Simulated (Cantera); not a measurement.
What does this Cantera script print?

```python
import numpy as np
import cantera as ct

gas_names = """
    N NO NO2 NO3 N2 N2O O O2 O3 Pb PbO Pb2
""".split()
cond_names = """
    Pb(cr) Pb(L) PbO(rd) PbO(yw) PbO(L) PbO2(s) Pb3O4(s)
""".split()


def load(file, names, dense=False):
    # The tables refer to 1 bar. Condensed volumes are neglected.
    table = {s.name: s for s in ct.Species.list_from_file(file)}
    out = []
    for n in names:
        d = dict(table[n].input_data)
        d["thermo"] = dict(d["thermo"], **{"reference-pressure": 1e5})
        if dense:
            d["equation-of-state"] = {"model": "constant-volume", "density": "1e6 g/cm^3"}
        out.append(ct.Species.from_dict(d))
    return out


gas = ct.Solution(thermo="ideal-gas", species=load("nasa_gas.yaml", gas_names))
cond = {s.name: ct.Solution(thermo="fixed-stoichiometry", species=[s], name=s.name)
        for s in load("nasa_condensed.yaml", cond_names, dense=True)}
atoms = {
    'PbO': {'Pb': 1, 'O': 1},
    'N2': {'N': 2},
}
top_T = {'Pb3O4(s)': 820}  # K; cautious upper limits of use, not melting points


def equilibrate(T, P, feed):
    n = {}
    for name, mol in feed.items():
        for a, k in atoms[name].items():
            n[a] = n.get(a, 0.0) + k * mol
    gas.TPX = T, P, n
    mass = sum(n.values()) * gas.mean_molecular_weight
    gas.equilibrate("TP")
    valid = [c for c in cond.values() if c.min_temp <= T <= top_T.get(c.name, c.max_temp)]
    mix = ct.Mixture([(gas, mass / gas.mean_molecular_weight)] + [(c, 0.0) for c in valid])
    mix.T, mix.P = T, P
    mix.equilibrate("TP", solver="vcs", rtol=1e-11, max_steps=5000)
    return mix


results = []
feed = {'PbO': 1, 'N2': 6.9}  # mol
P = 92000  # Pa
for T in [598, 748, 898, 1048, 1198, 1348, 1498, 1648]:
    mix = equilibrate(T, P, feed)
    results.append((T, P, feed, dict(zip(mix.species_names, mix.species_moles))))

top = {s: max(r[3][s] / sum(r[3][g] for g in gas_names) for r in results) for s in gas_names}
cols = sorted((s for s in top if top[s] > 1e-05), key=lambda s: -top[s])[:9]
seen = [c for c in cond_names if any(r[3].get(c, 0) > 1e-12 for r in results)]
print("log10 of partial pressures in bar; condensed amounts in mol")
print(f"{'T/K':>10s}" + "".join(f"{s[:9]:>10s}" for s in cols + seen))
for T, P, feed, n in results:
    ng = sum(n[g] for g in gas_names)
    print(f"{T:10.4g}" + "".join(f"{np.log10(max(n[s] / ng * P / 1e5, 1e-99)):10.3f}" for s in cols)
          + "".join(f"{n.get(c, 0):10.4g}" for c in seen))
```

Result:

```
log10 of partial pressures in bar; condensed amounts in mol
       T/K        N2       PbO        Pb        O2        NO   PbO(rd)   PbO(yw)    PbO(L)
       598    -0.036   -16.391   -15.600   -19.402   -17.042         1         0         0
       748    -0.036   -11.430   -11.846   -12.594   -12.037         1         0         0
       898    -0.036    -8.163    -8.787    -9.247    -9.298         0         1         0
      1048    -0.036    -5.856    -6.579    -6.953    -7.390         0         1         0
      1198    -0.036    -4.184    -4.951    -5.294    -5.990         0         0    0.9994
      1348    -0.037    -2.998    -3.756    -4.087    -4.943         0         0    0.9911
      1498    -0.041    -2.065    -2.810    -3.133    -4.113         0         0     0.923
      1648    -0.067    -1.316    -2.044    -2.362    -3.450         0         0    0.5386
```

Equilibrium computed with Cantera from the NASA thermochemical tables; the gas is ideal and each condensed phase is pure. Gases not in the tables: (PbO)n polymers.
